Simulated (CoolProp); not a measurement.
Computed with CoolProp (reference Helmholtz-energy equation of state, Outcalt 1996). It is a modified Benedict-Webb-Rubin equation, recast in Helmholtz form.

Q: For R152A, give the phase and the density (kg/m³), cv (kJ/(kg K)), conductivity (mW/(m K)), Prandtl number at 382.8 K and 37 bar; 425.3 K and 37 bar; 439.5 K and 37 bar.

A: 
- 382.8 K and 37 bar: gas; density 136, cv 1.32, conductivity 33.8, Prandtl number 1.39
- 425.3 K and 37 bar: gas; density 91.2, cv 1.28, conductivity 31.1, Prandtl number 0.933
- 439.5 K and 37 bar: gas; density 84.5, cv 1.29, conductivity 31.8, Prandtl number 0.900

Viscosity comes from a separate model (Bell 2016), an estimate that may be off by 10 % or more. Thermal conductivity comes from a separate model (Krauss 1996).
